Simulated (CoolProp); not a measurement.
Vapour pressure (bar) of dimethyl carbonate: the reference equation beside estimates from Tc = 283.9 °C, pc = 49.09 bar, ω = 0.346.

Values from CoolProp's reference Helmholtz-energy equation of state, Zhou 2011.

```tsv
T (°C)	reference	Redlich-Kwong	Peng-Robinson
100.45	1.394	2.962	?
117.95	2.285	?	2.281
135.35	3.558	6.285	3.567
152.85	?	?	5.366
170.35	7.704	11.67	?
187.75	10.79	15.27	10.96
205.25	14.75	19.60	15.05
222.75	19.75	24.68	20.20
240.15	25.94	30.53	26.54
257.65	33.66	37.27	34.33
275.15	43.30	44.93	43.74
```

### Question
Some entries are withheld; supply them.

### Answer

- 100.45, Peng-Robinson: 1.387
- 117.95, Redlich-Kwong: 4.405
- 152.85, reference: 5.329
- 152.85, Redlich-Kwong: 8.689
- 170.35, Peng-Robinson: 7.795

Absolute difference from the reference over all 11 rows, mean and median: Redlich-Kwong 48.0 and 41.5 %, Peng-Robinson 1.3 and 1.2 %.
